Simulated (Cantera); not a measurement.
## Thermodynamics of hydrogen reduction and annealing atmospheres, feed CuO + H2 + N2

Feed: 1 mol CuO, a varied amount of H2, 23 mol N2, at 1500 K and 1.20 Torr.

Cantera equilibrium calculation (NASA polynomials, part measured and part estimated; ideal gas, pure solids and liquids). Candidate condensed phases: Cu, CuO, Cu(OH)2, Cu2O, H2O; 27 gas species. Rates play no part.

```tsv
n(H2) (mol)	log p H2	log p N2	log p H2O	log p Cu	log p H	log p Cu2	log p OH	log p NH3	n Cu(l)
44	-2.99	-3.26	-4.62	-5.08	-6.25	-8.49	-9.43	-10.33	0.653
75	-2.92	-3.43	-4.79	-5.08	-6.21	-8.49	-9.63	-10.30	0.493
130	-2.87	-3.62	-4.98	-5.08	-6.19	-8.49	-9.85	-10.33	0.209
220	-2.84	-3.82	-5.18	-5.18	-6.18	-8.69	-10.06	-10.38	0
380	-2.82	-4.04	-5.40	-5.40	-6.17	-9.13	-10.29	-10.46	0
660	-2.81	-4.27	-5.63	-5.63	-6.16	-9.58	-10.52	-10.56	0
1100	-2.81	-4.49	-5.85	-5.85	-6.16	-10.02	-10.74	-10.66	0
2000	-2.80	-4.74	-6.10	-6.10	-6.16	-10.53	-11.00	-10.78	0
```
log p: log10 of the partial pressure in bar; n: condensed amount in mol.

From 44 mol H2 to 130 mol H2 the condensed part is Cu(l). From 220 mol H2 to 2000 mol H2 nothing is condensed. The main Cu-bearing gas is Cu throughout.
